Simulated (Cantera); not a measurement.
# Premixed flame

A freely propagating, adiabatic, planar premixed flame of H2 : O2 : N2 = 1 : 0.385 : 1.58 (molar parts), equivalence ratio 1.3, unburnt at 325 K and 160000 Pa; mixture-averaged transport, grid criteria slope 0.08 and curve 0.16, no radiation.

Model: the H2/O2 subset of GRI-Mech 3.0, which has no nitrogen chemistry, integrated in Cantera. Burning velocities carry a grid error of a few per cent, more on coarse grids.

| z (mm) | T (K) | u (m/s) | x H2 | x O2 | x H | x H2O | x H2O2 | x HO2 |
|---|---|---|---|---|---|---|---|---|
| -0.560 | 325 | 3.03 | 0.337 | 0.130 | <1e-8 | <1e-8 | <1e-8 | <1e-8 |
| -0.374 | 325 | 3.03 | 0.337 | 0.130 | <1e-8 | <1e-8 | <1e-8 | <1e-8 |
| -0.280 | 325 | 3.03 | 0.337 | 0.130 | <1e-8 | 1.27e-8 | <1e-8 | <1e-8 |
| -0.187 | 325 | 3.03 | 0.337 | 0.130 | <1e-8 | 5.56e-7 | <1e-8 | 7.26e-8 |
| -0.0934 | 343 | 3.17 | 0.329 | 0.131 | 3.58e-7 | 0.000326 | 6.99e-6 | 5.61e-5 |
| -0.0467 | 594 | 5.30 | 0.294 | 0.128 | 0.00151 | 0.0173 | 0.000127 | 0.000553 |
| 0 | 1060 | 9.15 | 0.221 | 0.102 | 0.0175 | 0.0822 | 3.50e-5 | 0.000183 |
| 0.0467 | 1402 | 11.9 | 0.141 | 0.0553 | 0.0407 | 0.172 | 4.62e-6 | 7.93e-5 |
| 0.0934 | 1590 | 13.5 | 0.0971 | 0.0237 | 0.0513 | 0.229 | 2.57e-6 | 3.17e-5 |
| 0.187 | 1760 | 14.8 | 0.0802 | 0.00831 | 0.0478 | 0.258 | 1.36e-6 | 1.02e-5 |
| 0.374 | 1908 | 15.9 | 0.0810 | 0.00489 | 0.0357 | 0.269 | 6.79e-7 | 5.44e-6 |
| 0.747 | 2038 | 16.8 | 0.0823 | 0.00287 | 0.0246 | 0.277 | 3.53e-7 | 3.01e-6 |
| 1.49 | 2138 | 17.5 | 0.0829 | 0.00144 | 0.0159 | 0.285 | 1.93e-7 | 1.50e-6 |
x: mole fraction of selected species; z is measured from the peak of heat release.

```json
{
  "laminar_burning_velocity": "303 cm/s",
  "thermal_thickness": "0.187 mm",
  "peak x(H)": "0.0521",
  "peak x(H2O2)": "0.000129",
  "peak x(HO2)": "0.000633",
  "grid_points": "114"
}
```
